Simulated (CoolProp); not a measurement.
Vapour-liquid equilibrium of propane (1) + isohexane (2) at 151 kPa; x and y are mole fractions of (1).

The numbers come from the multi-fluid Helmholtz-energy mixture model, Lemmon 2009 and Lemmon 2006; pair parameters Bell 2016 in CoolProp.

Give the bubble temperature and the first vapour's composition at x = 0.2, 0.35, 0.5. Is there an azeotrope?

x = 0.2: 13.7 °C, y = 0.901; x = 0.35: -4.1 °C, y = 0.965; x = 0.5: -14.5 °C, y = 0.984. No azeotrope shows between x = 0.05 and 0.95.

Pair parameters are fitted to limited data, so mixtures are less certain than the pure fluids. The gap from Raoult's law changes sign with composition, which may be real or a fault of the pair parameters; it wasn't checked against measurements.
